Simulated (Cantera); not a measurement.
A Cantera script and its output.

```python
import numpy as np
import cantera as ct

gas = ct.Solution("h2o2.yaml")
gas.TPX = 600, 16000, {'H2': 1, 'O2': 0.167, 'N2': 0.627}
flame = ct.FreeFlame(gas, width=0.14)
flame.set_refine_criteria(ratio=3, slope=0.08, curve=0.16)
flame.transport_model = "mixture-averaged"
flame.solve(loglevel=0, auto=True)
z, T = flame.grid, flame.T
thick = (T[-1] - T[0]) / np.gradient(T, z).max()
show = ['H2', 'O2', 'H2O', 'O', 'H2O2', 'OH']
print(f"laminar burning velocity  {flame.velocity[0] * 100:.3f} cm/s")
print(f"burnt temperature         {T[-1]:.1f} K")
print(f"thermal thickness         {thick * 1e3:.4f} mm")
print(f"grid points               {len(z)}")
z0 = z[flame.heat_release_rate.argmax()]
print(f"{'z/mm':>9s}{'T/K':>9s}{'u/(m/s)':>9s}" + "".join(f"{s:>11s}" for s in show))
rows = []
for k in (-3, -2, -1.5, -1, -0.5, -0.25, 0, 0.25, 0.5, 1, 2, 4, 8):
    zz = z0 + k * thick
    rows.append([k * thick, np.interp(zz, z, T), np.interp(zz, z, flame.velocity),
                 *(np.interp(zz, z, flame.X[gas.species_index(s)]) for s in show)])
    print(f"{rows[-1][0] * 1e3:9.3f}{rows[-1][1]:9.1f}{rows[-1][2]:9.3f}" + "".join(f"{x:11.3e}" for x in rows[-1][3:]))
```

Output:

```
laminar burning velocity  636.011 cm/s
burnt temperature         2020.5 K
thermal thickness         5.3148 mm
grid points               143
     z/mm      T/K  u/(m/s)         H2         O2        H2O          O       H2O2         OH
  -15.944    600.0    6.360  5.574e-01  9.309e-02  1.573e-14  2.582e-16  5.953e-16  1.627e-17
  -10.630    600.0    6.360  5.574e-01  9.309e-02  6.476e-12  3.309e-13  7.308e-15  2.205e-14
   -7.972    600.0    6.360  5.574e-01  9.309e-02  2.566e-10  1.893e-11  3.784e-13  1.407e-12
   -5.315    600.0    6.360  5.574e-01  9.309e-02  1.859e-07  5.288e-09  6.122e-10  1.725e-09
   -2.657    618.2    6.537  5.548e-01  9.276e-02  1.192e-03  1.243e-05  4.693e-07  2.694e-05
   -1.329    752.4    7.844  5.295e-01  8.839e-02  1.378e-02  2.031e-04  2.409e-07  1.620e-04
    0.000   1075.6   10.963  4.150e-01  4.835e-02  9.855e-02  2.145e-03  1.006e-07  9.567e-04
    1.329   1277.2   12.990  3.387e-01  4.698e-03  1.836e-01  8.053e-04  3.249e-08  9.812e-04
    2.657   1352.7   13.701  3.365e-01  3.730e-04  1.931e-01  3.157e-04  2.404e-08  9.896e-04
    5.315   1440.4   14.498  3.445e-01  7.785e-05  1.947e-01  2.814e-04  2.600e-08  1.191e-03
   10.630   1541.1   15.396  3.547e-01  6.478e-05  1.960e-01  2.550e-04  2.480e-08  1.383e-03
   21.259   1646.1   16.312  3.656e-01  4.942e-05  1.976e-01  2.017e-04  1.903e-08  1.476e-03
   42.518   1746.6   17.171  3.763e-01  3.222e-05  1.994e-01  1.361e-04  1.176e-08  1.414e-03
```

Cantera simulation using the H2/O2 subset of GRI-Mech 3.0, which has no nitrogen chemistry; the numbers are that mechanism's predictions, not measurements. Burning velocities carry a grid error of a few per cent, more on coarse grids.
